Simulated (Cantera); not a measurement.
Cantera with NASA thermochemical tables; ideal gases at 1 bar, condensed phases pure. Values are per mole of reaction as written; species without (g) are pure solids or liquids, kept so even where they would boil at 1 bar.

Q: Between 1173 and 2373 K, where is each reaction favourable under standard conditions?
- V2O3 + 3 H2(g) → 2 V + 3 H2O(g)

A: 
- V2O3 + 3 H2(g) → 2 V + 3 H2O(g): ΔG° is 372 kJ at 1173 K and 306 kJ at 2373 K; it stays positive (K < 1). ΔH° is 337 kJ and ΔS° 13 J/K at 2373 K.
